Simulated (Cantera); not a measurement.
An isothermal, constant-pressure homogeneous reactor starts with NO : N₂ = 1 : 3.3 (molar parts), at 1425 K and 0.0987 atm. Integrator tolerance rtol = 1e-08.

Detailed kinetics in Cantera: GRI-Mech 3.0 (53 species, 325 reactions).

### Question
What does this change do: temperature 1425 to 2123 K?

### Answer
```
quantity                                           before                                    after
----------------  ---------------------------------------  ---------------------------------------
x(NO) at 3.00 s    0.232 (gas-phase equilibrium 0.000658)   0.0366 (gas-phase equilibrium 0.00813)
x(NO₂) at 3.00 s  3.11e-5 (gas-phase equilibrium 1.05e-6)  1.12e-5 (gas-phase equilibrium 2.65e-6)
x(O₂) at 3.00 s     3.06e-5 (gas-phase equilibrium 0.116)     0.0971 (gas-phase equilibrium 0.111)
x(N₂O) at 3.00 s  1.56e-5 (gas-phase equilibrium 1.38e-8)  6.07e-7 (gas-phase equilibrium 1.51e-7)
x(O) at 3.00 s    1.55e-7 (gas-phase equilibrium 1.50e-6)  0.00162 (gas-phase equilibrium 0.00173)
```
